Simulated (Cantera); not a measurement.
Cantera run:

```python
import numpy as np
import cantera as ct

gas_names = """
    CL CL2 H HCL H2 N NH NH2 NH3 N2 N2H2 N2H4 Si SiCL SiCL2 SiCL3 SiCL4 SiH SiHCL3 SiH2 SiH2CL2 SiH3
    SiH3CL SiH4 SiN Si2 Si2N Si3
""".split()
cond_names = """
    NH4CL(a) NH4CL(b) Si(cr) Si(L) Si3N4(a)
""".split()


# ... load() reads the species with a 1 bar reference pressure and builds the phases ...
atoms = {
    'SiCl4': {'Si': 1, 'CL': 4},
    'NH3': {'N': 1, 'H': 3},
    'H2': {'H': 2},
}
top_T = {'Si3N4(a)': 2400}  # K; cautious upper limits of use, not melting points


# ... equilibrate(T, P, feed) seeds the gas with the atoms and calls Mixture.equilibrate('TP', solver="vcs", rtol=1e-11, max_steps=5000) ...
results = []
feed = {'SiCl4': 1, 'NH3': 0.12, 'H2': 23}  # mol
P = 1333.22  # Pa
for T in [900, 1000, 1100, 1200, 1300, 1400, 1500, 1600, 1700, 1800, 1900, 2000]:
    mix = equilibrate(T, P, feed)
    results.append((T, P, feed, dict(zip(mix.species_names, mix.species_moles))))

top = {s: max(r[3][s] / sum(r[3][g] for g in gas_names) for r in results) for s in gas_names}
cols = sorted((s for s in top if top[s] > 0.0001), key=lambda s: -top[s])[:8]
seen = [c for c in cond_names if any(r[3].get(c, 0) > 1e-12 for r in results)]
print("log10 of partial pressures in bar; condensed amounts in mol")
print(f"{'T/K':>10s}" + "".join(f"{s[:9]:>10s}" for s in cols + seen))
for T, P, feed, n in results:
    ng = sum(n[g] for g in gas_names)
    print(f"{T:10.4g}" + "".join(f"{np.log10(max(n[s] / ng * P / 1e5, 1e-99)):10.3f}" for s in cols)
          + "".join(f"{n.get(c, 0):10.4g}" for c in seen))
```

Output:

```
log10 of partial pressures in bar; condensed amounts in mol
       T/K        H2       HCL     SiCL2     SiCL4         H    SiHCL3     SiCL3        Si    Si(cr)     Si(L)  Si3N4(a)
       900    -1.901    -3.582    -6.274    -3.360   -10.883    -4.225    -5.656   -19.496         0         0      0.03
      1000    -1.903    -3.466    -4.841    -3.430    -9.596    -4.020    -4.827   -15.794         0         0      0.03
      1100    -1.912    -3.185    -4.149    -3.582    -8.544    -4.141    -4.437   -13.626   0.09279         0      0.03
      1200    -1.924    -2.999    -3.702    -3.926    -7.667    -4.415    -4.285   -11.858    0.1479         0   0.02997
      1300    -1.931    -2.922    -3.486    -4.535    -6.922    -4.886    -4.397   -10.364    0.1419         0   0.02953
      1400    -1.933    -2.906    -3.409    -5.267    -6.280    -5.444    -4.652    -9.085    0.1314         0   0.02459
      1500    -1.934    -2.909    -3.378    -5.968    -5.722    -5.977    -4.924    -7.978    0.1799         0         0
      1600    -1.934    -2.915    -3.359    -6.594    -5.232    -6.453    -5.172    -7.011    0.1569         0         0
      1700    -1.935    -2.920    -3.350    -7.149    -4.799    -6.877    -5.397    -6.168         0    0.1422         0
      1800    -1.936    -2.902    -3.376    -7.629    -4.414    -7.265    -5.607    -5.498         0    0.1843         0
      1900    -1.939    -2.888    -3.404    -8.065    -4.070    -7.616    -5.799    -4.899         0    0.2042         0
      2000    -1.945    -2.879    -3.435    -8.466    -3.761    -7.940    -5.980    -4.361         0    0.1693         0
```

Cantera equilibrium calculation (NASA polynomials, part measured and part estimated; ideal gas, pure solids and liquids). Mutual solubility and eutectic melting of coexisting phases are not modelled. The tables' values for SiCl3, SiCl are old estimates; treat these amounts as uncertain. Gases not in the tables: Si2H6 and higher silanes.
